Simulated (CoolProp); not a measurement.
Computed with CoolProp (reference Helmholtz-energy equation of state, Guder 2009).

Problem. For sulfur hexafluoride, give the phase and the Joule-Thomson coefficient (K/MPa) at 243.3 K and 1.2 bar; 537.9 K and 1.2 bar.

Solution. 
- 243.3 K and 1.2 bar: gas; Joule-Thomson coefficient 17.5
- 537.9 K and 1.2 bar: gas; Joule-Thomson coefficient 2.04
